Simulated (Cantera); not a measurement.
# Equilibrium for roasting and sulfation: FeS₂ + O₂

Charge: 1 mol FeS₂, 0.33 mol O₂, held at 1473.15 K and 1.20 bar.

These are equilibrium values from Cantera (NASA tables, ideal gas, pure condensed phases), not measurements of a reactor. Candidate condensed phases: Fe, FeO, FeS, FeSO₄, FeS₂, Fe₂O₃, Fe₂(SO₄)₃, Fe₃O₄, S; 12 gas species. FeS: taken at fixed stoichiometry. Kinetics and transport are ignored.

```yaml
x(S₂): 0.489
x(SO₂): 0.486
x(S₂O): 0.0214
x(SO): 0.00401
x(S): 1.89e-5
n(FeS(l)): 1.00 mol
gas_amount: 0.6621 mol
log10 activity of S(l) (absent): -1.30
log10 activity of Fe(γ) (absent): -2.35
```
